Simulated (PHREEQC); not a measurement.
Dissolve 19 mmol/kgw CdCl2 and 3.5 mmol/kgw Na2SO4 at 20 °C. Closed to the air; pH follows from the charge balance.

Model: ion-association model, phreeqc.dat, run in PHREEQC.

Problem. The ionic strength comes out as 0.0418 mol/kgw. What activity coefficients do Na+, CdCl+, Cd(SO4)2-2, H+, SO4-2 get?

Solution. Na+ 0.84, CdCl+ 0.83, Cd(SO4)2-2 0.48, H+ 0.86, SO4-2 0.49.

No solid was allowed to form.
